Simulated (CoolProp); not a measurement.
C3F8 (R218) along the isobar 1.53 MPa: fugacity coefficient from the reference equation and from simpler models built on Tc = 345.0 K, pc = 2.640 MPa, ω = 0.317; each cubic takes its own stable root.

Values from CoolProp's reference Helmholtz-energy equation of state, Lemmon 2006. It is a short technical equation, of lower accuracy than the large ones.

| T (K) | phase | reference |
|---|---|---|
| 295.6 | liquid | 0.4546 |
| 306.7 | liquid | 0.5774 |
| 317.8 | liquid | 0.7128 |
| 328.9 | gas | 0.7739 |
| 340 | gas | 0.8007 |
| 351.1 | gas | 0.8232 |
| 362.2 | gas | 0.8423 |
| 373.4 | gas | 0.8590 |
| 384.5 | gas | 0.8735 |
| 395.6 | gas | 0.8862 |
| 406.7 | gas | 0.8975 |
| 417.8 | gas | 0.9075 |
| 428.9 | gas | 0.9165 |
| 440 | gas | 0.9245 |

Task: How far does each simpler model (van der Waals, Soave-Redlich-Kwong, Peng-Robinson) lie from the reference over these 14 states: mean and median of the absolute difference, and the worst?

Result: 
- van der Waals: mean 8.3 %, median 1.6 %, worst +55.5 % at 295.6 K and 1.53 MPa
- Soave-Redlich-Kwong: mean 0.5 %, median 0.3 %, worst +2.0 % at 295.6 K and 1.53 MPa
- Peng-Robinson: mean 1.9 %, median 1.9 %, worst -2.5 % at 340 K and 1.53 MPa

At some of these states van der Waals gives the other phase, because its saturation line lies elsewhere.
